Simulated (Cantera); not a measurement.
Input: 1 mol PbS, 9.7 mol H₂, 9.8 mol N₂, held at 3.20 bar.

Method: chemical equilibrium by Gibbs-energy minimisation in Cantera with the NASA 1993 tables (ideal gas, pure condensed phases). Candidate condensed phases: Pb, PbS, S; 18 gas species. Equilibrium is a limit: real reactors are often held back by kinetics, nucleation or transport. All values below are at 725 °C.

Base state: N₂ 0.503, H₂ 0.489, H₂S 0.00832, NH₃ 0.000457, PbS 2.60e-5 (mole fractions); condensed: Pb(l) + PbS(s).

Task: What changes in the equilibrium state with this change: PbS replaced by SiO₂?

Result: 
```tsv
species	before	after
N₂	0.503	0.503
H₂	0.489	0.497
NH₃	0.000457	0.000469
H₂S	0.00832	0
H₂O	0	8.62e-5
PbS	2.60e-5	0
Pb(l), mol	0.162	0
PbS(s), mol	0.837	0
SiO₂(β-quartz), mol	0	0.999
Si₂N₂O(s), mol	0	0.000560
```
N₂ is the only nitrogen source here; it is nearly inert below about 1500 K, so the nitride shown seldom forms there in practice. Further candidate phases: H₂O, Si, SiO₂, Si₂N₂O, Si₃N₄.
